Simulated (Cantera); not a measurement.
Mixture: CH4 : H2 : O2 : N2 : CO2 = 1 : 0.062 : 2.82 : 14.1 : 1.7 (molar parts), at 19.0 bar, adiabatic and at constant volume. Ignition delay is the time to a rise of 400 K.

Model: GRI-Mech 3.0 (53 species, 325 reactions), integrated in Cantera. The pressure lies above the range GRI-Mech 3.0 was tuned for (to about 10 atm).

Task: What does this change do: CH4 1 to 1.9 parts?

Result: 
```
quantity                                                before       after
--------------------------------------------------  ----------  ----------
delay at 1300 K                                       0.534 ms    0.824 ms
delay at 1400 K                                       0.225 ms    0.338 ms
delay at 1500 K                                        98.2 µs    0.141 ms
delay at 1600 K                                        44.5 µs     60.2 µs
apparent activation energy between 1550 and 1650 K  160 kJ/mol  180 kJ/mol
```

Task: What does this change do: N2 14.1 to 25 parts?

Result: 
| quantity | before | after |
|---|---|---|
| delay at 1300 K | 0.534 ms | 0.903 ms |
| delay at 1400 K | 0.225 ms | 0.384 ms |
| delay at 1500 K | 98.2 µs | 0.166 ms |
| delay at 1600 K | 44.5 µs | 73.5 µs |
| apparent activation energy between 1550 and 1650 K | 160 kJ/mol | 170 kJ/mol |
